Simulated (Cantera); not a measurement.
Input: 1 mol CH3SiCl3, 0.49 mol C3H8, 330 mol H2, at 2700 Pa.

These are equilibrium values from Cantera (NASA tables, ideal gas, pure condensed phases), not measurements of a reactor. Candidate condensed phases: C, C6H6, C7H8, C8H18, Si, SiC; 109 gas species. The feed counts by its element totals alone. The tables' values for SiCl are old estimates; treat these amounts as uncertain. Gases not in the tables: Si2H6 and higher silanes. Kinetics and transport are ignored.

log p: log10 of the partial pressure in bar; n: condensed amount in mol.

```
T (°C)  log p H2     log p H  log p HCl  log p C2H2 (acetylene)  n C(graphite)  n SiC(s)
------  --------  ----------  ---------  ----------------------  -------------  --------
1427       -1.57       -4.62      -3.62                   -5.71           1.41     0.998
1477       -1.57       -4.42      -3.62                   -5.51           1.39     0.998
1527       -1.57       -4.23      -3.62                   -5.33           1.35     0.996
1577       -1.57  (withheld)      -3.62              (withheld)           1.30     0.994
1627       -1.57       -3.89      -3.62                   -4.99           1.22     0.989
1677       -1.58       -3.73      -3.62                   -4.84           1.12     0.979
1727       -1.58  (withheld)      -3.62              (withheld)     (withheld)     0.957
1777       -1.58       -3.43      -3.63                   -4.55          0.843     0.914
1827       -1.58       -3.30      -3.63                   -4.42          0.667     0.826
```

Problem. Fill in the missing entries.

Solution. 
- 1577, log p H: -4.06
- 1577, log p C2H2 (acetylene): -5.16
- 1727, log p H: -3.58
- 1727, log p C2H2 (acetylene): -4.69
- 1727, n C(graphite): 0.997
